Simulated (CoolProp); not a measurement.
Vapour-liquid equilibrium of propane (1) + R236EA (2) at 15.45 °C; x and y are mole fractions of (1).

The numbers come from the multi-fluid Helmholtz-energy mixture model, Lemmon 2009 and Rui 2013; pair parameters Bell 2016 in CoolProp.

```tsv
x	bubble pressure, mixture model (MPa)	bubble pressure, Raoult's law (MPa)	y, mixture model	y, Raoult's law
0.05	0.2540	0.1755	0.433	0.211
0.15	0.4194	0.2349	0.670	0.473
0.25	0.5258	0.2944	0.748	0.629
0.35	0.5902	0.3539	0.785	0.732
0.45	0.6294	0.4134	0.807	0.806
0.55	0.6562	0.4729	0.824	0.861
0.65	0.6787	0.5323	0.841	0.904
0.75	0.7007	0.5918	0.863	0.938
0.85	0.7222	0.6513	0.898	0.966
0.95	0.7382	0.7108	0.956	0.990
```

The largest gap from Raoult's law is +78.6 % in bubble pressure, at x = 0.25. No azeotrope shows between x = 0.05 and 0.95.

The pair parameters rest on a limited set of measurements; away from them the model extrapolates. With so large a gap from Raoult's law the liquid may split in two, which this calculation doesn't test in full.
